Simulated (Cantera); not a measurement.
## Equilibrium for carbon deposition, reforming and gasification: C₃H₆ + CO₂

A closed system holds: 1 mol C₃H₆, 1.6 mol CO₂, equilibrated at 0.0360 bar.

Cantera equilibrium calculation (NASA polynomials, part measured and part estimated; ideal gas, pure solids and liquids). Candidate condensed phases: C, C₆H₆, C₇H₈, C₈H₁₈, H₂O; 110 gas species. Rates play no part.

From 877 °C to 2277 °C the condensed part is C(graphite). The main C-bearing gas is CO throughout. The share of C in condensed phases is highest at 877 °C (30.5 %) and lowest at 2277 °C (28.9 %).

```json
[
 {"T (°C)": "877", "x CO": "0.515", "x H₂": "0.484", "x H": "2.73e-7", "x C₂H₂ (acetylene)": "1.87e-8", "n C(graphite)": "1.40"},
 {"T (°C)": "1077", "x CO": "0.516", "x H₂": "0.484", "x H": "8.74e-6", "x C₂H₂ (acetylene)": "5.99e-7", "n C(graphite)": "1.40"},
 {"T (°C)": "1277", "x CO": "0.516", "x H₂": "0.484", "x H": "0.000115", "x C₂H₂ (acetylene)": "7.76e-6", "n C(graphite)": "1.40"},
 {"T (°C)": "1477", "x CO": "0.516", "x H₂": "0.483", "x H": "0.000852", "x C₂H₂ (acetylene)": "5.55e-5", "n C(graphite)": "1.40"},
 {"T (°C)": "1677", "x CO": "0.515", "x H₂": "0.480", "x H": "0.00419", "x C₂H₂ (acetylene)": "0.000263", "n C(graphite)": "1.40"},
 {"T (°C)": "1877", "x CO": "0.512", "x H₂": "0.472", "x H": "0.0153", "x C₂H₂ (acetylene)": "0.000914", "n C(graphite)": "1.39"},
 {"T (°C)": "2077", "x CO": "0.505", "x H₂": "0.449", "x H": "0.0440", "x C₂H₂ (acetylene)": "0.00248", "n C(graphite)": "1.37"},
 {"T (°C)": "2277", "x CO": "0.489", "x H₂": "0.401", "x H": "0.104", "x C₂H₂ (acetylene)": "0.00533", "n C(graphite)": "1.33"}
]
```
x: gas mole fraction; n: condensed amount in mol.
